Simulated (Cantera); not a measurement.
A perfectly stirred reactor is fed with 6.67 % CH₄, 1.40 % H₂, 15.9 % O₂, 60.0 % N₂, 16.0 % CO₂, at 1.38 atm; it is adiabatic with a 650 K inlet, and is followed from long to short residence time, starting on the burning branch (τ in s: 0.11, 0.032, 0.0098, 0.003, 0.0009, 0.00027, 8.2e-05, 2.5e-05, 7.5e-06).

Model: GRI-Mech 3.0 (53 species, 325 reactions), integrated in Cantera.

One state of this run: T (K) = 1745; x CH₄ = 0.000474; x H₂ = 0.00568; x O₂ = 0.0370; x NO = 1.48e-5; x NO₂ = 6.83e-9; x CH₂CO = 4.51e-7; x C₂H₂ = 1.94e-7. x: mole fraction; the columns are a selection and need not sum to one.

Q: Which value of τ (s) does it belong to?
(A) 0.00027
(B) 0.0030
(C) 0.0098
(D) 7.5e-6

A: A, 0.00027
